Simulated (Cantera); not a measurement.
## Iron carbonyl, mercury and lead vapours: Pb + H₂

Feed: 1 mol Pb, 0.14 mol H₂, equilibrated at 13.3 mbar.

Equilibrium computed with Cantera from the NASA thermochemical tables; the gas is ideal and each condensed phase is pure. Candidate condensed phases: Pb; 4 gas species. Rates play no part.

From 523 K to 598 K the condensed part is Pb(s). From 673 K to 1423 K the condensed part is Pb(l).

```csv
T (K),log p H₂,log p Pb,log p Pb₂,log p H,n Pb(s),n Pb(l)
523,-1.88,-13.76,<-13,<-13,1.00,0
598,-1.88,-11.34,<-13,<-13,1.00,0
673,-1.88,-9.51,<-13,<-13,0,1.00
748,-1.88,-8.06,<-13,-13.48,0,1.00
823,-1.88,-6.87,-13.78,-12.07,0,1.000
898,-1.88,-5.89,-12.13,-10.90,0,1.000
973,-1.88,-5.06,-10.74,-9.90,0,1.000
1048,-1.88,-4.35,-9.55,-9.05,0,1.000
1123,-1.88,-3.74,-8.53,-8.31,0,0.998
1198,-1.90,-3.20,-7.64,-7.67,0,0.993
1273,-1.94,-2.74,-6.86,-7.12,0,0.978
1348,-2.07,-2.32,-6.17,-6.67,0,0.922
1423,-2.67,-1.95,-5.55,-6.51,0,0.260
```
log p: log10 of the partial pressure in bar; n: condensed amount in mol.
